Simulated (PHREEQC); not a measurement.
Solution (25 °C): 2.4 mmol/kgw K2CO3 and 3.7 mmol/kgw Al(NO3)3. Closed to the air; pH follows from the charge balance.

Computed with PHREEQC (ion-association model, wateq4f.dat).

Precipitation was switched off in this run.

Predict the pH, ionic strength.

pH 5.36; ionic strength 0.0152 mol/kgw.

In which forms is Al present?

Al(OH)2+ 42 %, AlOH+2 33 %, Al+3 23 %, Al(OH)3 1.3 %, Al(OH)4- 0.6 % of the Al.

The solution is supersaturated, for example in Al(OH)3(a), Boehmite (slow to form), so a real one may precipitate; this is no full list.
